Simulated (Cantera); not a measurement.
An isothermal, constant-pressure homogeneous reactor starts with 1.18 % CH4, 98.7 % H2, 0.0948 % N2, at 1775 K and 20.0 Torr.

Computed with Cantera and GRI-Mech 3.0 (53 species, 325 reactions). GRI-Mech 3.0 stops at C3 and has no aromatics, soot or wall deposition, so with more carbon than oxygen in the feed, carbon stays in small species such as C2H2 where larger ones or solid carbon would form. Radical loss at walls, strong at low pressure, is not modelled.

Q: Predict: x(CH4) at 10.0 s; x(H2) at 10.0 s; x(C2H2) at 10.0 s; x(HCN) at 10.0 s.

A: 
| Item | Value |
|---|---|
| x(CH4) at 10.0 s | 0.000405 (gas-phase equilibrium 0.000133) |
| x(H2) at 10.0 s | 0.991 (gas-phase equilibrium 0.991) |
| x(C2H2) at 10.0 s | 0.00564 (gas-phase equilibrium 0.00530) |
| x(HCN) at 10.0 s | 1.09e-8 (gas-phase equilibrium 0.000948) |
